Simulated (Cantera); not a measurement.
Input: 1 mol Si, 0.012 mol CO2, 2.1 mol N2, at 3.20 Pa.

These are equilibrium values from Cantera (NASA tables, ideal gas, pure condensed phases), not measurements of a reactor. Candidate condensed phases: C, Si, SiC, SiO2, Si2N2O, Si3N4; 34 gas species. N2 is the only nitrogen source here; it is nearly inert below about 1500 K, so the nitride shown seldom forms there in practice. Mutual solubility and eutectic melting of coexisting phases are not modelled. Rates play no part.

Q: Which condensed phases are stable at each of these points (T (°C)): 800, 1000, 1200, 1400, 1600, 1800, 2000?

A: 
```csv
T (°C),condensed phases,Si condensed (%)
800,C(graphite) + Si2N2O(s) + Si3N4(s),100.0
1000,SiC(s) + Si2N2O(s) + Si3N4(s),100.0
1200,SiC(s) + Si2N2O(s) + Si3N4(s),98.0
1400,Si(s) + SiC(s),94.8
1600,Si(l),12.3
1800,gas only,0.0
2000,gas only,0.0
```

At 800 °C the condensed part is C(graphite) + Si2N2O(s) + Si3N4(s). From 1000 °C to 1200 °C the condensed part is SiC(s) + Si2N2O(s) + Si3N4(s). At 1400 °C the condensed part is Si(s) + SiC(s). At 1600 °C the condensed part is Si(l). From 1800 °C to 2000 °C nothing is condensed.
